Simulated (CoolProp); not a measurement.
The numbers come from the reference Helmholtz-energy equation of state, Lemmon 2006 in CoolProp. It is a short technical equation, of lower accuracy than the large ones.

Problem. For acetone, give the phase and the Z, cv (kJ/(kg K)), isothermal compressibility (1/MPa) at 56.75 °C and 1.01 bar.

Solution. 
- 56.75 °C and 1.01 bar: gas; Z 0.949, cv 1.35, isothermal compressibility 10.5
